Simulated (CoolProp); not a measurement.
Properties of R1224YDZ at several states.

Values from CoolProp's reference Helmholtz-energy equation of state, Akasaka 2023.

| T (K) | p (kPa) | phase | density (kg/m³) | cv (kJ/(kg K)) | Joule-Thomson coefficient (K/MPa) | isothermal compressibility (1/MPa) | fugacity coefficient |
|---|---|---|---|---|---|---|---|
| 167.8 | 257 | liquid | 1682 | … | -0.4485 | 0.0006382 | 4.679e-5 |
| 289.6 | 1870 | liquid | 1389 | … | -0.2881 | … | 0.05928 |
| 386.7 | 36.2 | gas | 1.681 | … | 12.49 | 27.77 | 0.9946 |
| 270.1 | 7130 | liquid | 1452 | … | -0.3527 | 0.001636 | … |
| 423.8 | 574 | gas | 25.86 | 0.9115 | … | 1.869 | 0.9387 |

What belongs in the gaps?


- 167.8, cv (kJ/(kg K)): 0.6898
- 289.6, cv (kJ/(kg K)): 0.8029
- 289.6, isothermal compressibility (1/MPa): 0.002308
- 386.7, cv (kJ/(kg K)): 0.8479
- 270.1, cv (kJ/(kg K)): 0.7780
- 270.1, fugacity coefficient: 0.009046
- 423.8, Joule-Thomson coefficient (K/MPa): 10.12
